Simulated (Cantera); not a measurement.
Charge: 1 mol C, 0.01 mol O2, at 1752 °C and 87.0 mbar.

Method: chemical equilibrium by Gibbs-energy minimisation in Cantera with the NASA 1993 tables (ideal gas, pure condensed phases). Candidate condensed phases: C; 12 gas species. The numbers say what is thermodynamically allowed, not how fast it happens.

Base state: CO 1.000 (mole fractions); condensed: C(graphite).

Q: What changes in the equilibrium state with this change: O2 from 0.01 to 1.7 mol?

A: 
```csv
species,before,after
CO2,1.98e-6,0.581
O2,<1e-9,0.412
CO,1.000,0.00499
O,<1e-9,0.00176
"C(graphite), mol",0.980,0
```
